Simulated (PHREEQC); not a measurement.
0.96 g of hydrous ferric oxide (600 m²/g; 0.2 weak and 0.005 strong sites per Fe, Dzombak-Morel constants, diffuse double layer) in 1 kg of water with 0.005 mol/kgw of an inert sodium salt and 0.00027 mol ZnSO4, at 25 °C; the pH is set by adding NaOH or the inert anion's acid. Oxygen alone is held at its pressure in air (log pO2 = -0.68). The system is closed to CO2. No solid was allowed to form.

Base run: PHREEQC, ion-association model, wateq4f.dat. Each further column changes one thing. The table gives S sorbed (%).

| pH | base | no electrostatic term (-no_edl) | background salt from 0.005 to 0.0005 mol/kgw | oxide from 0.96 to 4.8 g/kgw | 0.00025 mol/kgw NaF added |
|---|---|---|---|---|---|
| 3 | 100.0 | 0.4 | 100.0 | 100.0 | 100.0 |
| 3.38 | 100.0 | 0.4 | 100.0 | 100.0 | 100.0 |
| 4.12 | 100.0 | 0.4 | 100.0 | 100.0 | 99.9 |
| 4.5 | 99.9 | 0.4 | 100.0 | 100.0 | 99.8 |
| 4.88 | 99.8 | 0.4 | 99.9 | 100.0 | 99.5 |
| 5.62 | 97.5 | 0.5 | 98.6 | 99.9 | 95.1 |
| 6 | 91.8 | 0.5 | 94.6 | 99.5 | 86.5 |
| 6.38 | 79.2 | 0.5 | 84.6 | 98.0 | 71.6 |
| 7.12 | 37.9 | 0.6 | 43.6 | 72.6 | 32.6 |
| 7.5 | 16.6 | 0.7 | 19.9 | 37.2 | 14.3 |
| 7.88 | 4.7 | 0.7 | 5.8 | 11.1 | 4.3 |
| 8.62 | 0.2 | 0.6 | 0.2 | 0.5 | 0.2 |
| 9 | 0.0 | 0.4 | 0.0 | 0.1 | 0.0 |

The oxide is taken as insoluble; below pH 4 it would dissolve.
